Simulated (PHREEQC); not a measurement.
# Silver or lead bath (model solution)

A solution holds 0.029 mol/kgw AgF, 0.0043 mol/kgw NaCl and 0.0086 mol/kgw Cu(NO3)2, at 90 °C. Closed to the air; pH follows from the charge balance.

Computed with PHREEQC (ion-association model, wateq4f.dat).

Each row changes one thing in this solution. No solid was allowed to form.

| case | pH | ionic strength (mol/kgw) | Cu+2 (mol/kgw) | Cu2(OH)2+2 (mol/kgw) | Cl- (mol/kgw) | CuCl+ (mol/kgw) | SI of Cu(OH)2 (Cu(OH)2) | SI of Atacamite (Cu2(OH)3Cl) |
|---|---|---|---|---|---|---|---|---|
| as made | 4.90 | 0.0489 | 0.00533 | 0.000754 | 0.000300 | 2.57e-5 | +0.54 | +0.94 |
| NaCl from 0.0043 to 0.00086 mol/kgw | 4.90 | 0.0485 | 0.00534 | 0.000755 | ___ | 4.76e-6 | +0.54 | +0.20 |
| 0.033 mol/kgw H2SO4 added | 1.90 | ___ | 0.00658 | 1.02e-9 | 0.000334 | 3.19e-5 | -5.43 | -7.95 |
| diluted 100-fold with water | 5.47 | 0.000572 | 7.70e-5 | 4.02e-6 | 3.52e-5 | 8.78e-8 | +0.14 | -1.28 |
| Cu(NO3)2 from 0.0086 to 0.043 mol/kgw | 4.35 | 0.141 | 0.0335 | 0.00175 | 0.000355 | 0.000138 | +0.09 | +0.63 |
| Cu(NO3)2 replaced by CuCl2 at the same molality | 4.91 | 0.0358 | 0.00506 | 0.000764 | 0.00222 | 0.000197 | +0.57 | +1.87 |
| AgF left out | 4.10 | 0.0290 | 0.00795 | ___ | 0.00375 | 0.000552 | ___ | ___ |
| Cu(NO3)2 from 0.0086 to 0.00086 mol/kgw | 5.67 | 0.0306 | 0.000391 | 0.000152 | 0.000280 | 2.00e-6 | +0.98 | +1.05 |

**Question.** What belongs in the gaps?

**Answer.** 
- NaCl from 0.0043 to 0.00086 mol/kgw, Cl- (mol/kgw): 5.54e-5
- 0.033 mol/kgw H2SO4 added, ionic strength (mol/kgw): 0.0695
- AgF left out, Cu2(OH)2+2 (mol/kgw): 4.62e-5
- AgF left out, SI of Cu(OH)2 (Cu(OH)2): -0.84
- AgF left out, SI of Atacamite (Cu2(OH)3Cl): +0.10

Complexes and solids missing from the database can't appear. Some of these states are supersaturated (in Cerargyrite, Cu(OH)2, Tenorite (slow to form), for instance). Away from 25 °C the constants follow the database's enthalpies or fits; those with neither stay at their 25 °C values.
